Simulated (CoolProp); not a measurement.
Properties of sulfur hexafluoride along the isotherm 56.05 °C.

The numbers come from the reference Helmholtz-energy equation of state, Guder 2009 in CoolProp.

| p (bar) | phase | Z | speed of sound (m/s) | isothermal compressibility (1/MPa) | expansivity (1/kK) | fugacity coefficient |
|---|---|---|---|---|---|---|
| 1.88 | gas | 0.9848 | ___ | 5.402 | 3.197 | 0.9850 |
| 3.75 | gas | ___ | 139.1 | 2.753 | 3.368 | 0.9701 |
| 5.63 | gas | 0.9535 | 137.3 | 1.866 | 3.557 | 0.9553 |
| 7.51 | gas | 0.9373 | 135.3 | 1.425 | 3.764 | 0.9405 |
| 9.39 | gas | 0.9207 | 133.4 | 1.162 | 3.992 | 0.9257 |
| 11.3 | gas | 0.9034 | ___ | 0.9867 | 4.249 | ___ |
| 13.1 | gas | 0.8866 | 129.3 | 0.8698 | 4.518 | 0.8968 |
| 15 | gas | 0.8684 | 127.1 | 0.7786 | 4.836 | 0.8821 |
| 16.9 | gas | 0.8497 | ___ | ___ | 5.196 | 0.8674 |
| 18.8 | gas | 0.8303 | 122.6 | 0.6570 | 5.606 | ___ |

### Question
Fill in the missing entries.

### Answer

- 1.88, speed of sound (m/s): 140.9
- 3.75, Z: 0.9694
- 11.3, speed of sound (m/s): 131.3
- 11.3, fugacity coefficient: 0.9108
- 16.9, speed of sound (m/s): 124.9
- 16.9, isothermal compressibility (1/MPa): 0.7098
- 18.8, fugacity coefficient: 0.8528
